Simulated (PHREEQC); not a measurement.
## Metal-bearing waste water (model solution)

Solution (25 °C): 0.0099 mol NiSO4, 0.49 mol NaHCO3 and 0.06 mol NaCl per kg of water. Closed to the air; pH follows from the charge balance.

Model: ion-association model, wateq4f.dat, run in PHREEQC.

Each row changes one thing in this solution. This is a speciation only: nothing precipitates in the calculation.

| case | pH | ionic strength (mol/kgw) | Na+ (mol/kgw) | NaHCO3 (mol/kgw) | CO2 (mol/kgw) | NaCO3- (mol/kgw) | SI of Nahcolite (NaHCO3) | SI of Natron (Na2CO3:10H2O) |
|---|---|---|---|---|---|---|---|---|
| as made | 7.42 | 0.510 | 0.495 | 0.0483 | 0.0214 | 0.00321 | -0.47 | -3.15 |
| NaHCO3 replaced by KHCO3 at the same molality | 7.49 | 0.555 | 0.0535 | 0.00571 | 0.0197 | 0.000459 | -1.39 | -4.96 |
| NiSO4 left out | 7.75 | 0.495 | 0.492 | 0.0507 | 0.0105 | 0.00718 | -0.45 | -2.80 |
| temperature from 25 to 35 °C | 7.34 | 0.509 | 0.494 | 0.0473 | 0.0232 | 0.00507 | -0.56 | -3.54 |
| 0.01 mol/kgw Na2SO4 added | 7.42 | 0.532 | 0.511 | 0.0493 | 0.0214 | 0.00326 | -0.46 | -3.13 |
| temperature from 25 to 15 °C | 7.52 | 0.511 | 0.496 | 0.0491 | 0.0200 | 0.00192 | -0.36 | -2.74 |

In wateq4f.dat the enthalpy of Ni(OH)2 has the wrong sign, so its saturation index can't be trusted away from 25 °C. The database's nickel carbonate constants are estimates that later reviews lower a good deal.
